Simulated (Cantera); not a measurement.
A freely propagating, adiabatic, planar premixed flame of CO : H2 : O2 : N2 = 1 : 0.077 : 0.612 : 2.3 (molar parts), unburnt at 500 K and 1.40 bar; mixture-averaged transport, grid criteria slope 0.08 and curve 0.16, no radiation.

Computed with Cantera and GRI-Mech 3.0 (53 species, 325 reactions). Burning velocities carry a grid error of a few per cent, more on coarse grids.

Q: What does this change do: inlet temperature 500 to 325 K?

A: 
```tsv
quantity	before	after
laminar burning velocity	84.7 cm/s	40.6 cm/s
thermal thickness	0.570 mm	0.530 mm
```
